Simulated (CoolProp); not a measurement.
A closed Brayton cycle with carbon dioxide: compressor inlet 310.15 K and 8.7 MPa, high pressure 20.6 MPa, turbine inlet 850 K, compressor efficiency 0.85, turbine efficiency 0.93, recuperator effectiveness 0.8 (on enthalpy, no pinch check). Each further row changes one setting.

The numbers come from the reference Helmholtz-energy equation of state, Span 1996 in CoolProp.

```tsv
case	thermal efficiency (%)	net work (kJ/kg)	compressor to turbine work	compressor exit (K)	turbine exit (K)
as stated	29.5	99.9	0.18	341.6	741.2
turbine inlet 800 K	28.7	91.9	0.19	341.6	695.2
compressor inlet 320.15 K	29.5	84.6	0.31	384.3	741.2
high pressure 17.5 MPa	26.3	83.5	0.17	335.3	761.3
recuperator effectiveness 0.5	20.7	99.9	0.18	341.6	741.2
```
